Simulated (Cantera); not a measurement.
Carbon deposition, reforming and gasification: C6H6 + H2

A closed system holds: 1 mol C6H6, 50 mol H2, at 21.0 Pa.

Method: chemical equilibrium by Gibbs-energy minimisation in Cantera with the NASA 1993 tables (ideal gas, pure condensed phases). Candidate condensed phases: C, C6H6, C7H8, C8H18; 76 gas species. Equilibrium is a limit: real reactors are often held back by kinetics, nucleation or transport.

| T (°C) | x H2 | x H | x C2H2 (acetylene) | x C2H | x C3 | x C | x CH4 | x C4H2 | n C(graphite) |
|---|---|---|---|---|---|---|---|---|---|
| 1152 | 1.000 | 0.000471 | 3.52e-6 | 1.92e-12 | <1e-12 | <1e-12 | 7.90e-7 | 4.71e-12 | 6.00 |
| 1227 | 0.999 | 0.00121 | 9.01e-6 | 2.06e-11 | <1e-12 | <1e-12 | 5.38e-7 | 3.11e-11 | 6.00 |
| 1302 | 0.997 | 0.00286 | 2.10e-5 | 1.77e-10 | <1e-12 | 1.27e-12 | 3.80e-7 | 1.71e-10 | 6.00 |
| 1377 | 0.994 | 0.00625 | 4.53e-5 | 1.25e-9 | 3.64e-12 | 1.54e-11 | 2.76e-7 | 8.04e-10 | 6.00 |
| 1452 | 0.987 | 0.0127 | 9.10e-5 | 7.37e-9 | 4.98e-11 | 1.50e-10 | 2.04e-7 | 3.29e-9 | 5.99 |
| 1527 | 0.975 | 0.0244 | 0.000171 | 3.75e-8 | 5.45e-10 | 1.20e-9 | 1.54e-7 | 1.19e-8 | 5.98 |
| 1602 | 0.955 | 0.0442 | 0.000303 | 1.66e-7 | 4.92e-9 | 8.19e-9 | 1.16e-7 | 3.81e-8 | 5.97 |
| 1677 | 0.923 | 0.0760 | 0.000505 | 6.53e-7 | 3.73e-8 | 4.80e-8 | 8.71e-8 | 1.10e-7 | 5.94 |
| 1752 | 0.875 | 0.124 | 0.000792 | 2.29e-6 | 2.42e-7 | 2.47e-7 | 6.39e-8 | 2.88e-7 | 5.91 |
| 1827 | 0.806 | 0.193 | 0.00116 | 7.21e-6 | 1.37e-6 | 1.13e-6 | 4.50e-8 | 6.81e-7 | 5.86 |
x: gas mole fraction; n: condensed amount in mol.

From 1152 °C to 1827 °C the condensed part is C(graphite). The main C-bearing gas is C2H2 (acetylene) throughout.
